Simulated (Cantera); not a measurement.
A perfectly stirred reactor is fed with CH4 : CO2 : H2 = 1 : 0.76 : 1.3 (molar parts), at 1.00 atm; it is held at 1625 K, and followed from long to short residence time.

Detailed kinetics in Cantera: GRI-Mech 3.0 (53 species, 325 reactions).

Task: What does this change do: temperature 1625 to 1300 K?

Result: 
| quantity | before | after |
|---|---|---|
| x(CH4) at τ = 5.20 s | 0.0370 | 0.315 |
| x(CO2) at τ = 5.20 s | 0.0130 | 0.213 |
| x(H2) at τ = 5.20 s | 0.563 | 0.400 |
| x(O2) at τ = 5.20 s | <1e-12 | <1e-12 |
| x(C2H2) at τ = 5.20 s | 0.0532 | 0.00199 |
| x(CH4) at τ = 16.0 ms | 0.268 | 0.327 |
| x(CO2) at τ = 16.0 ms | 0.198 | 0.248 |
| x(H2) at τ = 16.0 ms | 0.431 | 0.425 |
| x(O2) at τ = 16.0 ms | 1.68e-12 | <1e-12 |
| x(C2H2) at τ = 16.0 ms | 0.0190 | 4.05e-8 |

Task: What does this change do: temperature 1625 to 1698 K?

Result: 
| quantity | before | after |
|---|---|---|
| x(CH4) at τ = 5.20 s | 0.0370 | 0.0202 |
| x(CO2) at τ = 5.20 s | 0.0130 | 0.00692 |
| x(H2) at τ = 5.20 s | 0.563 | 0.604 |
| x(O2) at τ = 5.20 s | <1e-12 | 1.36e-12 |
| x(C2H2) at τ = 5.20 s | 0.0532 | 0.0424 |
| x(CH4) at τ = 16.0 ms | 0.268 | 0.192 |
| x(CO2) at τ = 16.0 ms | 0.198 | 0.139 |
| x(H2) at τ = 16.0 ms | 0.431 | 0.449 |
| x(O2) at τ = 16.0 ms | 1.68e-12 | 1.09e-11 |
| x(C2H2) at τ = 16.0 ms | 0.0190 | 0.0468 |

Task: What does this change do: CO2 0.76 to 5.7 parts?

Result: 
```csv
quantity,before,after
x(CH4) at τ = 5.20 s,0.0370,0.00790
x(CO2) at τ = 5.20 s,0.0130,0.281
x(H2) at τ = 5.20 s,0.563,0.0997
x(O2) at τ = 5.20 s,<1e-12,2.40e-10
x(C2H2) at τ = 5.20 s,0.0532,0.00458
x(CH4) at τ = 16.0 ms,0.268,0.103
x(CO2) at τ = 16.0 ms,0.198,0.635
x(H2) at τ = 16.0 ms,0.431,0.125
x(O2) at τ = 16.0 ms,1.68e-12,5.15e-11
x(C2H2) at τ = 16.0 ms,0.0190,0.00791
```
